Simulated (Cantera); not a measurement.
Cantera with NASA thermochemical tables; ideal gases at 1 bar, condensed phases pure. Values are per mole of reaction as written; species without (g) are pure solids or liquids, kept so even where they would boil at 1 bar. TaC: taken at fixed stoichiometry.

C₂H₆(g) + 4 TaC → 4 Ta + 3 C₂H₂(g)

| T (K) | ΔH° (kJ) | ΔS° (J/K) | ΔG° (kJ) | log10 K |
|---|---|---|---|---|
| 300 | 1344.9 | 370.1 | 1233.9 | -214.83 |
| 600 | 1350.5 | 384.3 | 1120.0 | -97.50 |
| 700 | … | … | … | … |
| 800 | 1350.6 | 384.4 | 1043.1 | -68.10 |
| 900 | … | … | … | … |
| 1000 | … | … | … | … |

Some entries are withheld; supply them.


- 700, ΔH° (kJ): 1350.8
- 700, ΔS° (J/K): 384.7
- 700, ΔG° (kJ): 1081.5
- 700, log10 K: -80.70
- 900, ΔH° (kJ): 1350.0
- 900, ΔS° (J/K): 383.8
- 900, ΔG° (kJ): 1004.6
- 900, log10 K: -58.31
- 1000, ΔH° (kJ): 1349.1
- 1000, ΔS° (J/K): 382.8
- 1000, ΔG° (kJ): 966.3
- 1000, log10 K: -50.47
